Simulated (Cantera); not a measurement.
Input: 1 mol Si3N4, 3.3 mol H2O, 150 mol N2, held at 0.430 Pa.

Cantera equilibrium calculation (NASA polynomials, part measured and part estimated; ideal gas, pure solids and liquids). Candidate condensed phases: H2O, Si, SiO2, Si2N2O, Si3N4; 35 gas species. Kinetics and transport are ignored.

At 1550 °C, list the 7 most abundant gas species with their mole fractions, and the condensed phases.

N2 0.950, H 0.0201, SiO 0.0187, H2 0.00923, H2O 0.00127, O 0.000321, OH 0.000192. Condensed: gas only.
